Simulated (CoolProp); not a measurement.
Properties of carbonyl sulfide along the isobar 36400 kPa (Tc = 378.8 K, pc = 6369 kPa, ω = 0.098).

Values from CoolProp's reference Helmholtz-energy equation of state, Lemmon 2006. It is a short technical equation, of lower accuracy than the large ones.

```csv
T (K),phase,Z,cv (kJ/(kg K)),speed of sound (m/s),fugacity coefficient
295.3,liquid,0.8158,0.7158,(withheld),(withheld)
316.4,liquid,0.7904,0.7184,866.1,0.09714
337.5,liquid,0.7712,0.7217,800.3,0.1370
358.5,liquid,0.7578,0.7254,738.4,0.1830
379.6,supercritical,0.7498,0.7295,680.4,0.2342
400.7,supercritical,0.7468,0.7337,627.2,0.2888
421.8,supercritical,0.7488,(withheld),579.3,0.3454
442.8,supercritical,(withheld),0.7422,537.4,0.4022
```

**Question.** What belongs in the gaps?

**Answer.** 
- 295.3, speed of sound (m/s): 935.1
- 295.3, fugacity coefficient: 0.06445
- 421.8, cv (kJ/(kg K)): 0.7380
- 442.8, Z: 0.7553
